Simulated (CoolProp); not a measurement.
A closed Brayton cycle with carbon dioxide: compressor inlet 319.15 K and 9 MPa, high pressure 22.3 MPa, turbine inlet 875 K, compressor efficiency 0.85, turbine efficiency 0.9, recuperator effectiveness 0.9 (on enthalpy, no pinch check). Each further row changes one setting.

Model: reference Helmholtz-energy equation of state, Span 1996, in CoolProp.

```
case                           thermal efficiency (%)  net work (kJ/kg)  compressor to turbine work  compressor exit (K)  turbine exit (K)
-----------------------------  ----------------------  ----------------  --------------------------  -------------------  ----------------
as stated                                           ?              91.0                        0.29                381.4             762.0
turbine inlet 825 K                                 ?              82.9                           ?                381.4                 ?
compressor inlet 329.15 K                        33.7                 ?                           ?                403.5             762.0
high pressure 19 MPa                             32.6              77.6                           ?                370.2             781.4
recuperator effectiveness 0.5                    20.6              91.0                        0.29                381.4             762.0
```

Q: Some entries are withheld; supply them.

A: 
- as stated, thermal efficiency (%): 34.6
- turbine inlet 825 K, thermal efficiency (%): 33.2
- turbine inlet 825 K, compressor to turbine work: 0.31
- turbine inlet 825 K, turbine exit (K): 716.0
- compressor inlet 329.15 K, net work (kJ/kg): 82.4
- compressor inlet 329.15 K, compressor to turbine work: 0.36
- high pressure 19 MPa, compressor to turbine work: 0.27
